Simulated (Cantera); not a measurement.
An adiabatic, constant-volume homogeneous reactor starts with CH3OH : O2 : N2 = 1 : 2.34 : 8.81 (molar parts), at 1375 K and 29.0 bar. Integrator tolerance rtol = 1e-08.

Cantera simulation using GRI-Mech 3.0 (53 species, 325 reactions); the numbers are that mechanism's predictions, not measurements. GRI-Mech 3.0 was tuned for natural gas; its chemistry of methanol as a main component is partial and can be far from experiment. The pressure lies above the range GRI-Mech 3.0 was tuned for (to about 10 atm).

Q: What does this change do: initial temperature 1375 to 1175 K?

A: 
```json
[
 {"quantity": "time of steepest temperature rise", "before": "61.0 µs", "after": "1.21 ms"},
 {"quantity": "temperature at 2.00 s", "before": "2842 K", "after": "2722 K"},
 {"quantity": "equilibrium temperature", "before": "2842 K", "after": "2722 K"},
 {"quantity": "x(CH3OH) at 2.00 s", "before": "<1e-12 (gas-phase equilibrium <1e-12)", "after": "<1e-12 (gas-phase equilibrium <1e-12)"},
 {"quantity": "x(O2) at 2.00 s", "before": "0.0570 (gas-phase equilibrium 0.0570)", "after": "0.0579 (gas-phase equilibrium 0.0579)"},
 {"quantity": "x(C2H6) at 2.00 s", "before": "<1e-12 (gas-phase equilibrium <1e-12)", "after": "<1e-12 (gas-phase equilibrium <1e-12)"},
 {"quantity": "x(H2O) at 2.00 s", "before": "0.149 (gas-phase equilibrium 0.149)", "after": "0.152 (gas-phase equilibrium 0.152)"},
 {"quantity": "x(CO2) at 2.00 s", "before": "0.0715 (gas-phase equilibrium 0.0715)", "after": "0.0746 (gas-phase equilibrium 0.0746)"}
]
```

Q: What does this change do: initial temperature 1375 to 1225 K?

A: 
| quantity | before | after |
|---|---|---|
| time of steepest temperature rise | 61.0 µs | 0.518 ms |
| temperature at 2.00 s | 2842 K | 2752 K |
| equilibrium temperature | 2842 K | 2752 K |
| x(CH3OH) at 2.00 s | <1e-12 (gas-phase equilibrium <1e-12) | <1e-12 (gas-phase equilibrium <1e-12) |
| x(O2) at 2.00 s | 0.0570 (gas-phase equilibrium 0.0570) | 0.0576 (gas-phase equilibrium 0.0576) |
| x(C2H6) at 2.00 s | <1e-12 (gas-phase equilibrium <1e-12) | <1e-12 (gas-phase equilibrium <1e-12) |
| x(H2O) at 2.00 s | 0.149 (gas-phase equilibrium 0.149) | 0.151 (gas-phase equilibrium 0.151) |
| x(CO2) at 2.00 s | 0.0715 (gas-phase equilibrium 0.0715) | 0.0739 (gas-phase equilibrium 0.0739) |

Q: What does this change do: pressure from 29.0 bar to 1.01 bar?

A: 
```json
[
 {"quantity": "time of steepest temperature rise", "before": "61.0 µs", "after": "0.878 ms"},
 {"quantity": "temperature at 2.00 s", "before": "2842 K", "after": "2679 K"},
 {"quantity": "equilibrium temperature", "before": "2842 K", "after": "2679 K"},
 {"quantity": "x(CH3OH) at 2.00 s", "before": "<1e-12 (gas-phase equilibrium <1e-12)", "after": "<1e-12 (gas-phase equilibrium <1e-12)"},
 {"quantity": "x(O2) at 2.00 s", "before": "0.0570 (gas-phase equilibrium 0.0570)", "after": "0.0612 (gas-phase equilibrium 0.0612)"},
 {"quantity": "x(C2H6) at 2.00 s", "before": "<1e-12 (gas-phase equilibrium <1e-12)", "after": "<1e-12 (gas-phase equilibrium <1e-12)"},
 {"quantity": "x(H2O) at 2.00 s", "before": "0.149 (gas-phase equilibrium 0.149)", "after": "0.140 (gas-phase equilibrium 0.140)"},
 {"quantity": "x(CO2) at 2.00 s", "before": "0.0715 (gas-phase equilibrium 0.0715)", "after": "0.0620 (gas-phase equilibrium 0.0620)"}
]
```
